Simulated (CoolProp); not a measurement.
Vapour-liquid equilibrium of ammonia (1) + n-hexane (2) at 82.45 °C; x and y are mole fractions of (1).

The numbers come from the multi-fluid Helmholtz-energy mixture model, Gao 2020 and Thol 2019; pair parameters Bell 2016 in CoolProp.

```
x     bubble pressure (MPa)  y at the bubble point  dew pressure at overall composition x (MPa)  liquid density (mol/L)
----  ---------------------  ---------------------  -------------------------------------------  ----------------------
0.05                 0.4717                  0.669                                       0.1614                   7.266
0.15                  1.358                  0.877                                       0.1813                   7.946
0.25                  2.278                  0.918                                       0.2064                   8.720
0.35                  2.935                  0.930                                       0.2389                   9.608
0.45                  3.259                  0.935                                       0.2828                   10.65
0.55                  3.378                  0.937                                       0.3462                   11.91
0.65                  3.454                  0.939                                       0.4462                   13.53
0.75                  3.591                  0.943                                       0.6301                   15.80
0.85                  3.831                  0.956                                        1.088                   19.27
0.95                  4.170                  0.981                                        3.731                   25.03
```

No azeotrope shows between x = 0.05 and 0.95.

The pair parameters rest on a limited set of measurements; away from them the model extrapolates. With so large a gap from Raoult's law the liquid may split in two, which this calculation doesn't test in full.
